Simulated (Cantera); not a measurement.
# Adiabatic ignition

An adiabatic, constant-volume homogeneous reactor starts with CO : H₂ : O₂ : N₂ : H₂O = 1 : 0.042 : 0.474 : 1.78 : 0.82 (molar parts), equivalence ratio 1.1, at 1748 K and 3750 Torr.

Computed with Cantera and GRI-Mech 3.0 (53 species, 325 reactions). The hydrogen kinetics of GRI-Mech 3.0 are dated; newer H2 mechanisms differ, most at raised pressure.

```json
[
 {"t (s)": "2.00e-6", "T (K)": "1748", "P (bar)": "5.00", "x CO": "0.243", "x H₂": "0.0102", "x O₂": "0.115", "x N₂O": "8.40e-10", "x HO₂": "1.32e-5", "x H₂O": "0.199"},
 {"t (s)": "4.31e-6", "T (K)": "1791", "P (bar)": "5.11", "x CO": "0.232", "x H₂": "0.00790", "x O₂": "0.107", "x N₂O": "7.83e-8", "x HO₂": "0.000152", "x H₂O": "0.198"},
 {"t (s)": "9.28e-6", "T (K)": "2561", "P (bar)": "6.98", "x CO": "0.107", "x H₂": "0.0188", "x O₂": "0.0426", "x N₂O": "6.14e-7", "x HO₂": "2.78e-5", "x H₂O": "0.183"},
 {"t (s)": "2.00e-5", "T (K)": "2882", "P (bar)": "7.67", "x CO": "0.0859", "x H₂": "0.0135", "x O₂": "0.0304", "x N₂O": "1.13e-6", "x HO₂": "1.90e-5", "x H₂O": "0.198"},
 {"t (s)": "4.31e-5", "T (K)": "2898", "P (bar)": "7.71", "x CO": "0.0846", "x H₂": "0.0132", "x O₂": "0.0293", "x N₂O": "1.17e-6", "x HO₂": "1.87e-5", "x H₂O": "0.199"},
 {"t (s)": "9.28e-5", "T (K)": "2895", "P (bar)": "7.70", "x CO": "0.0846", "x H₂": "0.0133", "x O₂": "0.0286", "x N₂O": "1.17e-6", "x HO₂": "1.83e-5", "x H₂O": "0.199"},
 {"t (s)": "0.000200", "T (K)": "2890", "P (bar)": "7.68", "x CO": "0.0848", "x H₂": "0.0133", "x O₂": "0.0274", "x N₂O": "1.20e-6", "x HO₂": "1.75e-5", "x H₂O": "0.199"},
 {"t (s)": "0.000431", "T (K)": "2884", "P (bar)": "7.67", "x CO": "0.0850", "x H₂": "0.0134", "x O₂": "0.0261", "x N₂O": "1.26e-6", "x HO₂": "1.67e-5", "x H₂O": "0.199"},
 {"t (s)": "0.000928", "T (K)": "2882", "P (bar)": "7.66", "x CO": "0.0851", "x H₂": "0.0135", "x O₂": "0.0254", "x N₂O": "1.30e-6", "x HO₂": "1.63e-5", "x H₂O": "0.199"},
 {"t (s)": "0.00200", "T (K)": "2881", "P (bar)": "7.66", "x CO": "0.0851", "x H₂": "0.0135", "x O₂": "0.0254", "x N₂O": "1.30e-6", "x HO₂": "1.63e-5", "x H₂O": "0.199"},
 {"t (s)": "0.00431", "T (K)": "2881", "P (bar)": "7.66", "x CO": "0.0851", "x H₂": "0.0135", "x O₂": "0.0254", "x N₂O": "1.30e-6", "x HO₂": "1.63e-5", "x H₂O": "0.199"},
 {"t (s)": "0.00928", "T (K)": "2881", "P (bar)": "7.66", "x CO": "0.0851", "x H₂": "0.0135", "x O₂": "0.0254", "x N₂O": "1.30e-6", "x HO₂": "1.63e-5", "x H₂O": "0.199"},
 {"t (s)": "0.0200", "T (K)": "2881", "P (bar)": "7.66", "x CO": "0.0851", "x H₂": "0.0135", "x O₂": "0.0254", "x N₂O": "1.30e-6", "x HO₂": "1.63e-5", "x H₂O": "0.199"},
 {"t (s)": "0.0431", "T (K)": "2881", "P (bar)": "7.66", "x CO": "0.0851", "x H₂": "0.0135", "x O₂": "0.0254", "x N₂O": "1.30e-6", "x HO₂": "1.63e-5", "x H₂O": "0.199"},
 {"t (s)": "0.0928", "T (K)": "2881", "P (bar)": "7.66", "x CO": "0.0851", "x H₂": "0.0135", "x O₂": "0.0254", "x N₂O": "1.30e-6", "x HO₂": "1.63e-5", "x H₂O": "0.199"},
 {"t (s)": "0.200", "T (K)": "2881", "P (bar)": "7.66", "x CO": "0.0851", "x H₂": "0.0135", "x O₂": "0.0254", "x N₂O": "1.30e-6", "x HO₂": "1.63e-5", "x H₂O": "0.199"}
]
```
x: mole fraction; the columns are a selection and need not sum to one.

```yaml
time_of_steepest_temperature_rise: 6.58 µs
temperature at 0.200 s: 2881 K
equilibrium_temperature: 2881 K
x(CO) at 0.200 s: 0.0851 (gas-phase equilibrium 0.0851)
x(H₂) at 0.200 s: 0.0135 (gas-phase equilibrium 0.0135)
x(O₂) at 0.200 s: 0.0254 (gas-phase equilibrium 0.0254)
```
